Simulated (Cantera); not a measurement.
An isothermal, constant-pressure homogeneous reactor starts with 1.09 % C2H6, 98.9 % N2, at 1748 K and 0.143 Torr.

Model: GRI-Mech 3.0 (53 species, 325 reactions), integrated in Cantera. GRI-Mech 3.0 stops at C3 and has no aromatics, soot or wall deposition, so with more carbon than oxygen in the feed, carbon stays in small species such as C2H2 where larger ones or solid carbon would form. Radical loss at walls, strong at low pressure, is not modelled.

x: mole fraction; the columns are a selection and need not sum to one.

```
t (s)      x C2H6    x C2H2    x C2H4     x HCN     x CH4     x CH2      x H2
--------  -------  --------  --------  --------  --------  --------  --------
1.00e-5    0.0109    <1e-12  5.40e-12    <1e-12  6.81e-11    <1e-12  3.70e-12
3.23e-5    0.0109    <1e-12  5.84e-11    <1e-12  7.10e-10    <1e-12  3.87e-11
0.000104   0.0108    <1e-12  6.76e-10    <1e-12   7.40e-9  1.24e-11  4.05e-10
0.000337   0.0107    <1e-12   9.36e-9    <1e-12   7.69e-8  4.96e-10   4.42e-9
0.00109    0.0105  2.94e-11   1.80e-7    <1e-12   7.96e-7         ?   6.55e-8
0.00352   0.00965   2.68e-9   5.26e-6  5.76e-12   8.08e-6         ?   2.47e-6
0.0114    0.00727   8.46e-7  0.000211   1.78e-8   7.53e-5         ?  0.000149
0.0367    0.00183  0.000445   0.00289   5.04e-6  0.000520         ?   0.00317
0.119     4.85e-6   0.00553   0.00285   3.54e-5   0.00122         ?    0.0128
0.383     6.35e-8   0.00922  0.000550   5.90e-5  0.000968         ?    0.0182
1.24      1.23e-8    0.0101   5.45e-5   7.17e-5  0.000642         ?    0.0198
4.00      2.93e-9    0.0103   9.98e-6   8.11e-5  0.000414         ?    0.0204
```

### Question
Some entries are withheld; supply them.

### Answer

- 0.00109, x CH2: 1.83e-8
- 0.00352, x CH2: 5.93e-7
- 0.0114, x CH2: 1.38e-5
- 0.0367, x CH2: 6.85e-5
- 0.119, x CH2: 4.87e-5
- 0.383, x CH2: 1.45e-5
- 1.24, x CH2: 4.86e-6
- 4.00, x CH2: 1.79e-6
